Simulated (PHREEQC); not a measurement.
Synthetic water in mg/kgw, 25 °C, pH 7.28, pe 11.7:

```csv
constituent,mg/kgw
Na,271
K,109
Ca,69.1
Mg,43.7
Cl,425
S(6) as SO4,242
Alkalinity as HCO3,272
Cd,7.76
O(0) (dissolved oxygen),0.431
F,2.62
Si as SiO2,0.483
```

Valence states are taken as typed.

The numbers come from PHREEQC with the ion-association model, phreeqc.dat.

The ionic strength comes out as 0.0258 mol/kgw. The specific conductance is 2260 µS/cm. The charge-balance error comes out as 0.3 %.

```
species  molality  activity   log γ
-------  --------  --------  ------
Cl-        0.0120    0.0102  -0.068
Na+        0.0117    0.0101  -0.065
HCO3-     0.00432   0.00373  -0.064
K+        0.00277   0.00236  -0.069
SO4-2     0.00204   0.00112  -0.260
Mg+2      0.00152  0.000857  -0.249
Ca+2      0.00151  0.000838  -0.255
CO2      0.000437  0.000440   0.003
MgSO4    0.000224  0.000225   0.003
CaSO4    0.000166  0.000167   0.003
F-       0.000130  0.000111  -0.069
NaSO4-    6.54e-5   5.65e-5  -0.064
CaHCO3+   4.60e-5   3.99e-5  -0.062
MgHCO3+   4.37e-5   3.74e-5  -0.068
Cd+2      3.64e-5   1.97e-5  -0.266
```

No solid was allowed to form. Saturation is exceeded, for instance for Otavite; the values hold only as long as no solid forms. Complexes and solids missing from the database can't appear. SiF6-2 is the database's only silicon fluoride.
